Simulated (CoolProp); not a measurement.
Dodecamethylpentasiloxane (MD3M) along the isobar 5.43 bar: Z from the reference equation and from simpler models built on Tc = 354.9 °C, pc = 9.540 bar, ω = 0.730; each cubic takes its own stable root.

The numbers come from the reference Helmholtz-energy equation of state, Thol 2019 in CoolProp.

| T (°C) | phase | reference |
|---|---|---|
| -66.05 | liquid | 0.1265 |
| -34.05 | liquid | 0.1133 |
| -2.05 | liquid | 0.1034 |
| 29.95 | liquid | 0.09577 |
| 61.95 | liquid | 0.08982 |
| 93.85 | liquid | 0.08517 |
| 125.85 | liquid | 0.08157 |
| 157.85 | liquid | 0.07888 |

Task: How far does each simpler model (Redlich-Kwong, Soave-Redlich-Kwong, Peng-Robinson) lie from the reference over these 8 states: mean and median of the absolute difference, and the worst?

Result: 
- Redlich-Kwong: mean 25.2 %, median 24.5 %, worst +28.4 % at -66.05 °C and 5.43 bar
- Soave-Redlich-Kwong: mean 17.6 %, median 17.0 %, worst +24.4 % at -66.05 °C and 5.43 bar
- Peng-Robinson: mean 4.9 %, median 4.3 %, worst +11.4 % at -66.05 °C and 5.43 bar
